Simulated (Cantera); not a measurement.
A perfectly stirred reactor is fed with 1.59 % CH4, 4.69 % O2, 93.7 % N2, equivalence ratio 0.68, at 435 Torr; it is held at 1525 K, and followed from long to short residence time.

Detailed kinetics in Cantera: GRI-Mech 3.0 (53 species, 325 reactions). The temperature is held fixed by assumption; the heat of reaction is taken as removed at once.

x: mole fraction; the columns are a selection and need not sum to one.

| τ (s) | x CH4 | x O2 | x CH2 | x H2O | x CH3 | x CH2O |
|---|---|---|---|---|---|---|
| 0.47 | 5.10e-6 | 0.0150 | 1.98e-8 | 0.0316 | 6.47e-7 | 4.52e-7 |
| 0.14 | 1.05e-5 | 0.0151 | 4.90e-8 | 0.0314 | 1.20e-6 | 9.73e-7 |
| 0.042 | 2.09e-5 | 0.0153 | 1.08e-7 | 0.0311 | 2.19e-6 | 1.96e-6 |
| 0.013 | 4.05e-5 | 0.0157 | 2.05e-7 | 0.0305 | 4.00e-6 | 3.69e-6 |
| 0.0039 | 8.30e-5 | 0.0166 | 3.76e-7 | 0.0294 | 8.02e-6 | 7.22e-6 |
| 0.0012 | 0.000193 | 0.0181 | 7.82e-7 | 0.0280 | 1.88e-5 | 1.60e-5 |
| 0.00035 | ? | ? | ? | 0.0259 | ? | ? |
| 0.00011 | ? | ? | 1.97e-12 | ? | ? | ? |

Some entries are withheld; supply them.


- 0.00035, x CH4: 0.000677
- 0.00035, x O2: 0.0216
- 0.00035, x CH2: 2.78e-6
- 0.00035, x CH3: 7.07e-5
- 0.00035, x CH2O: 5.24e-5
- 0.00011, x CH4: 0.0159
- 0.00011, x O2: 0.0469
- 0.00011, x H2O: 6.87e-7
- 0.00011, x CH3: 1.84e-6
- 0.00011, x CH2O: 1.96e-7
